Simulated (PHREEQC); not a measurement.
Solution (25 °C): 65 mmol/kgw TMAH and 0.41 mmol/kgw KH2PO4. Closed to the air; pH follows from the charge balance.

Model: ion-association model, phreeqc.dat, run in PHREEQC.

| Item | Value |
|---|---|
| pH | 12.70 |
| ionic strength | 0.0665 mol/kgw |
| total alkalinity | 65.0 meq/kg |

```
species   molality  activity   log γ
--------  --------  --------  ------
(CH3)4N+    0.0650    0.0518  -0.098
OH-         0.0642    0.0508  -0.101
K+        0.000410  0.000325  -0.100
PO4-3     0.000361   4.72e-5  -0.884
HPO4-2     4.87e-5   2.08e-5  -0.370
KHPO4-     1.62e-8   1.32e-8  -0.090
```

Precipitation was switched off in this run. Complexes and solids missing from the database can't appear. (CH3)4N+ isn't in the database: it is added as a free cation with an ion size of 4 Å.
